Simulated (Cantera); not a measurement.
# Al + HCl (chemical vapour transport)

Feed: 1 mol Al, a varied amount of HCl, at 0.310 bar.

Cantera equilibrium calculation (NASA polynomials, part measured and part estimated; ideal gas, pure solids and liquids). Candidate condensed phases: Al, AlCl3; 12 gas species. The tables' values for AlCl2 are old estimates. The numbers say what is thermodynamically allowed, not how fast it happens.

Stable condensed phases:

```
T in K \ n(HCl) in mol
         0.34 0.51 0.67 0.84    1  1.2  1.3  1.5
   1723     A    A    A    A    A    B    B    B
   1673     A    A    A    A    A    B    B    B
   1623     A    A    A    A    A    B    B    B
   1573     A    A    A    A    A    B    B    B
   1523     A    A    A    A    A    B    B    B
   1473     A    A    A    A    A    B    B    B
   1423     A    A    A    A    A    A    A    B
   1373     A    A    A    A    A    A    A    A
   1323     A    A    A    A    A    A    A    A
   1273     A    A    A    A    A    A    A    A
   1223     A    A    A    A    A    A    A    A
   1173     A    A    A    A    A    A    A    A
   1123     A    A    A    A    A    A    A    A
   1073     A    A    A    A    A    A    A    A
```

A: Al; B: gas only.
